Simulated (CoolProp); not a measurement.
Values from CoolProp's reference Helmholtz-energy equation of state, Penoncello 2003.

Problem. Give the vapour pressure (MPa), vapour Z, vapour viscosity (µPa s), liquid conductivity (mW/(m K)) of saturated CHF3 (R23) at -50.85 °C.

Solution. 
| T (°C) | p (MPa) | vapour Z | vapour viscosity (µPa s) | liquid conductivity (mW/(m K)) |
|---|---|---|---|---|
| -50.85 | 0.463 | 0.887 | 11.2 | 111 |

Viscosity comes from a separate model (Shan 2000). Thermal conductivity comes from a separate model (Shan 2000).
